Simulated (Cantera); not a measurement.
Mixture: C3H8 : O2 : N2 = 1 : 2.5 : 14.5 (molar parts), equivalence ratio 2.0, at 825 Torr, adiabatic and at constant volume. Ignition delay is the time to a rise of 400 K.

Cantera simulation using GRI-Mech 3.0 (53 species, 325 reactions); the numbers are that mechanism's predictions, not measurements. GRI-Mech 3.0 was tuned for natural gas; its chemistry of propane as a main component is partial and can be far from experiment.

**Question.** What does this change do: constant pressure in place of constant volume?

**Answer.** 
| quantity | before | after |
|---|---|---|
| delay at 1050 K | 0.222 s | 0.232 s |
| delay at 1100 K | 67.4 ms | 71.5 ms |
| delay at 1150 K | 21.5 ms | 23.1 ms |
| delay at 1200 K | 7.47 ms | 8.11 ms |
| delay at 1250 K | 2.85 ms | 3.12 ms |
| delay at 1300 K | 1.20 ms | 1.33 ms |
| delay at 1350 K | 0.562 ms | 0.624 ms |
| apparent activation energy between 1250 and 1350 K | 230 kJ/mol | 230 kJ/mol |
